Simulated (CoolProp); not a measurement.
A single-stage vapour-compression cycle with R404A: evaporating at 217.15 K (dew point), condensing at 244.15 K (bubble point), superheat 10 K, subcooling 8 K, compressor efficiency 0.65, no pressure losses. Each further row changes one setting.

The numbers come from the reference Helmholtz-energy equation of state, Lemmon 2003 in CoolProp. It is a pseudo-pure fit of the blend.

```tsv
case	cooling COP	pressure ratio	discharge temperature (K)	refrigerating effect (kJ/kg)	volumetric capacity (kJ/m³)
as stated	4.76	3.66	280.9	190	599
evaporating temperature 222.15 K	6.06	2.81	275.3	194	779
condensing temperature 239.15 K	5.91	2.97	272.2	197	619
subcooling 13 K	4.91	3.66	280.9	197	619
superheat 20 K	4.72	3.66	291.8	198	594
compressor efficiency 0.55	4.02	3.66	289.2	190	599
```
